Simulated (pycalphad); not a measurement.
All values are pycalphad results on the COST 507 light-alloy database (1999) (1 atm), not direct measurements. These are 1990s assessments: newer ones move some temperatures and phases. Kinetics are ignored, which matters at the lower temperatures.

Molar enthalpy of Si-0.81Y (at.%) in equilibrium (SER reference):

```tsv
T (K)	H (kJ/mol)	phases
2450	105.77	liquid
2300	101.67	liquid
2150	97.57	liquid
2000	93.47	liquid
1850	89.37	liquid
1775	87.32	liquid
1700	85.27	liquid
1550	35.02	diamond (Si) + liquid
1475	28.21	diamond (Si) + SI2Y_R
1400	26.09	diamond (Si) + SI2Y_R
1250	21.93	diamond (Si) + SI2Y_R
1100	17.85	diamond (Si) + SI2Y_R
950	13.88	diamond (Si) + SI2Y_R
800	10.02	diamond (Si) + SI2Y_R
650	6.27	diamond (Si) + SI2Y_R
500	2.67	diamond (Si) + SI2Y_R
```

Cooling from 1700 K to 1475 K, across the freezing range, releases 57.1 kJ/mol, or 2000 J/g. The slope is 27 J/(mol K) in the liquid and 28 J/(mol K) just below the solidus, where it includes any heat of precipitation. Liquidus 1682 K, solidus 1485 K. Changes were sought between steps of 75 K, so a narrower field can be missed.

Database names, with the compositions (at.%) that they take in these runs: SI2Y_R: Si 67 Y 33.
